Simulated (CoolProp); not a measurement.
Propane at several states: Z from the reference equation and from simpler models built on Tc = 369.9 K, pc = 42.51 bar, ω = 0.152; each cubic takes its own stable root.

Values from CoolProp's reference Helmholtz-energy equation of state, Lemmon 2009.

```csv
T (K),p (bar),phase,reference,Soave-Redlich-Kwong,Peng-Robinson
161.9,14.7,liquid,0.07339,0.07794,0.06940
249.1,6.19,liquid,0.02353,0.02492,0.02203
510.3,58.1,supercritical,0.8472,0.8626,0.8339
```
